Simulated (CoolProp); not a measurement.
Vapour-liquid equilibrium of carbon dioxide (1) + R124 (2) at 272.7 K; x and y are mole fractions of (1).

Model: multi-fluid Helmholtz-energy mixture model, Span 1996 and de Vries 1995; pair parameters Bell 2016, in CoolProp.

**Question.** Give the bubble pressure and the first vapour's composition at x = 0.425, 0.8, 0.95. Is there an azeotrope?

**Answer.** x = 0.425: 1.313 MPa, y = 0.900; x = 0.8: 2.564 MPa, y = 0.974; x = 0.95: 3.207 MPa, y = 0.994. No azeotrope shows between x = 0.05 and 0.95.

The pair parameters rest on a limited set of measurements; away from them the model extrapolates.
